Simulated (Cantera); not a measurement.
**Thermodynamics of boron, boron nitride and boron oxide, feed BCl3 + H2**

Input: 1 mol BCl3, 4.9 mol H2, held at 10.0 mbar.

Method: chemical equilibrium by Gibbs-energy minimisation in Cantera with the NASA 1993 tables (ideal gas, pure condensed phases). Candidate condensed phases: B; 13 gas species. The tables' values for BCl, BCl2, BH2 are old estimates; treat these amounts as uncertain. Gases not in the tables: BHCl2. The numbers say what is thermodynamically allowed, not how fast it happens.

| T (°C) | x H2 | x HCl | x BCl3 | x BCl | x BCl2 | x H | x Cl | x BH2 | n B(s) |
|---|---|---|---|---|---|---|---|---|---|
| 1027 | 0.649 | 0.285 | 0.0664 | 4.76e-5 | 0.000186 | 8.91e-6 | 3.30e-6 | 5.85e-7 | 0.587 |
| 1077 | 0.634 | 0.308 | 0.0578 | 0.000115 | 0.000320 | 1.90e-5 | 7.68e-6 | 1.11e-6 | 0.637 |
| 1127 | 0.620 | 0.329 | 0.0500 | 0.000260 | 0.000524 | 3.83e-5 | 1.67e-5 | 2.02e-6 | 0.683 |
| 1177 | 0.608 | 0.348 | 0.0428 | 0.000549 | 0.000817 | 7.37e-5 | 3.44e-5 | 3.52e-6 | 0.723 |
| 1227 | 0.597 | 0.364 | 0.0363 | 0.00110 | 0.00122 | 0.000136 | 6.69e-5 | 5.90e-6 | 0.757 |
| 1277 | 0.587 | 0.378 | 0.0305 | 0.00208 | 0.00175 | 0.000241 | 0.000124 | 9.58e-6 | 0.783 |
| 1327 | 0.579 | 0.389 | 0.0254 | 0.00376 | 0.00242 | 0.000414 | 0.000220 | 1.51e-5 | 0.800 |
x: gas mole fraction; n: condensed amount in mol.

From 1027 °C to 1327 °C the condensed part is B(s). The main B-bearing gas is BCl3 throughout. The share of B in condensed phases is highest at 1327 °C (80.0 %) and lowest at 1027 °C (58.7 %).
